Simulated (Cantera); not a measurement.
Charge: 1 mol PbO, a varied amount of CO, at 1 atm.

Method: chemical equilibrium by Gibbs-energy minimisation in Cantera with the NASA 1993 tables (ideal gas, pure condensed phases). Candidate condensed phases: C, Pb, PbO, PbO2, Pb3O4; 15 gas species. Each liquid is taken as pure. Mutual solubility and eutectic melting of coexisting phases are not modelled. Kinetics and transport are ignored.

Stable condensed phases, one row left out:

```
T in °C \ n(CO) in mol
         0.92  1.1  1.3  1.6  1.9  2.3  2.7  3.3  3.9
   2175     A    A    A    A    A    A    A    A    A
   2075     A    A    A    A    A    A    A    A    A
   1975     A    A    A    A    A    A    A    A    A
   1875     A    A    A    A    A    A    A    A    A
   1775     A    A    A    A    A    A    A    A    A
   1675     A    A    A    A    A    A    A    A    A
   1575     B    B    B    B    A    A    A    A    A
   1375     C    B    B    B    B    B    B    B    B
   1275     C    B    B    B    B    B    B    B    B
   1175     C    B    B    B    B    B    B    B    B
   1075     C    B    B    B    B    B    B    B    B
```

A: gas only; B: Pb; C: Pb + PbO.

Problem. Give the row for 1475 °C.

Solution. 0.92: Pb; 1.1: Pb; 1.3: Pb; 1.6: Pb; 1.9: Pb; 2.3: Pb; 2.7: Pb; 3.3: Pb; 3.9: Pb.
